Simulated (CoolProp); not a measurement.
The numbers come from the reference Helmholtz-energy equation of state, McLinden 2015 in CoolProp.

Question: For the fluoroketone C6F12O (FK-5-1-12), give the phase and the Z, cp (kJ/(kg K)), cv (kJ/(kg K)), speed of sound (m/s) at 351.2 K and 1050 kPa.

Answer: 
- 351.2 K and 1050 kPa: liquid; Z 0.0792, cp 1.15, cv 0.926, speed of sound 352
